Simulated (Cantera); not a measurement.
# Equilibrium for silicon carbide growth: CH3SiH3 + HCl + H2

A closed system holds: 1 mol CH3SiH3, 1.6 mol HCl, 56 mol H2, held at 32.0 mbar.

Method: chemical equilibrium by Gibbs-energy minimisation in Cantera with the NASA 1993 tables (ideal gas, pure condensed phases). Candidate condensed phases: C, C6H6, C7H8, C8H18, Si, SiC; 109 gas species. The feed counts by its element totals alone. The tables' values for SiCl are old estimates; treat these amounts as uncertain. Gases not in the tables: Si2H6 and higher silanes. Equilibrium is a limit: real reactors are often held back by kinetics, nucleation or transport.

```csv
T (K),x H2,x H,x HCl,x Si,x C2H2 (acetylene),x Cl,x SiC2,x Si2C,n SiC(s)
1350,0.974,1.31e-5,0.0263,1.11e-10,5.53e-8,2.96e-7,<1e-12,<1e-12,0.998
1425,0.974,3.76e-5,0.0263,8.46e-10,3.48e-7,8.33e-7,<1e-12,<1e-12,0.998
1500,0.974,9.71e-5,0.0263,5.40e-9,1.73e-6,2.12e-6,1.86e-12,8.23e-12,0.998
1575,0.973,0.000229,0.0263,3.15e-8,6.19e-6,4.92e-6,3.05e-11,8.39e-11,0.997
1650,0.973,0.000501,0.0263,1.77e-7,1.52e-5,1.06e-5,3.40e-10,7.85e-10,0.997
1725,0.973,0.00102,0.0262,9.43e-7,2.87e-5,2.14e-5,2.79e-9,6.60e-9,0.995
1800,0.972,0.00197,0.0261,4.52e-6,4.76e-5,4.06e-5,1.84e-8,4.81e-8,0.993
1875,0.970,0.00361,0.0260,1.90e-5,7.61e-5,7.33e-5,1.05e-7,2.96e-7,0.990
1950,0.967,0.00630,0.0259,6.89e-5,0.000127,0.000126,5.38e-7,1.52e-6,0.984
2025,0.963,0.0106,0.0256,0.000213,0.000230,0.000209,2.61e-6,6.47e-6,0.971
2100,0.956,0.0170,0.0254,0.000570,0.000450,0.000333,1.20e-5,2.33e-5,0.942
2175,0.945,0.0265,0.0250,0.00137,0.000907,0.000512,5.13e-5,7.35e-5,0.877
2250,0.929,0.0400,0.0245,0.00302,0.00181,0.000763,0.000203,0.000209,0.735
2325,0.905,0.0585,0.0237,0.00629,0.00347,0.00110,0.000743,0.000552,0.430
```
x: gas mole fraction; n: condensed amount in mol.

From 1350 K to 2325 K the condensed part is SiC(s). The main Si-bearing gas is SiCl2 at 1350 K and Si at 2325 K.
